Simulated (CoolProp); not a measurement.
Vapour-liquid equilibrium of propylene (1) + R142b (2) at 319.4 K; x and y are mole fractions of (1).

Computed with CoolProp (multi-fluid Helmholtz-energy mixture model, Lemmon 2013 and Lemmon 2006; pair parameters Bell 2016).

| x | bubble pressure (MPa) | y at the bubble point | dew pressure at overall composition x (MPa) | liquid density (mol/L) |
|---|---|---|---|---|
| 0.05 | 0.6854 | 0.127 | 0.6434 | (withheld) |
| 0.2 | (withheld) | 0.403 | 0.7299 | (withheld) |
| 0.35 | 1.089 | (withheld) | 0.8414 | 10.73 |
| 0.5 | 1.282 | 0.706 | 0.9892 | 10.81 |
| 0.65 | 1.468 | 0.805 | 1.190 | 10.88 |
| 0.8 | 1.649 | 0.890 | 1.458 | 10.96 |
| 0.95 | 1.832 | 0.972 | 1.783 | 11.04 |

Q: Fill in the missing entries.

A: 
- 0.05, liquid density (mol/L): 10.53
- 0.2, bubble pressure (MPa): 0.8886
- 0.2, liquid density (mol/L): 10.64
- 0.35, y at the bubble point: 0.581

No azeotrope shows between x = 0.05 and 0.95.

Pair parameters are fitted to limited data, so mixtures are less certain than the pure fluids.
